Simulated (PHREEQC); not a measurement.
Consider water at 25 °C with 0.0075 mol ZnSO4, 0.045 mol ZnCl2, 0.0017 mol NaH2PO4 and 0.00089 mol Na2SO4 per kg of water. Closed to the air; pH follows from the charge balance.

Computed with PHREEQC (ion-association model, wateq4f.dat).

```json
{
 "pH": "4.86",
 "ionic_strength": "0.143 mol/kgw"
}
```

```csv
species,molality,activity,log γ
Cl-,0.0859,0.0634,-0.132
Zn+2,0.0441,0.0159,-0.442
ZnSO4,0.00440,0.00455,0.014
SO4-2,0.00370,0.00122,-0.482
ZnCl+,0.00366,0.00272,-0.129
Na+,0.00346,0.00264,-0.118
H2PO4-,0.00168,0.00129,-0.116
ZnCl2,0.000174,0.000180,0.014
```

Precipitation was switched off in this run. Saturation is exceeded, for instance for Zn3(PO4)2:4w; the values hold only as long as no solid forms. Complexes and solids missing from the database can't appear. H3PO4, which wateq4f.dat lacks, is added to it with the constant of phreeqc.dat. The database has no phosphate complexes of Zn.
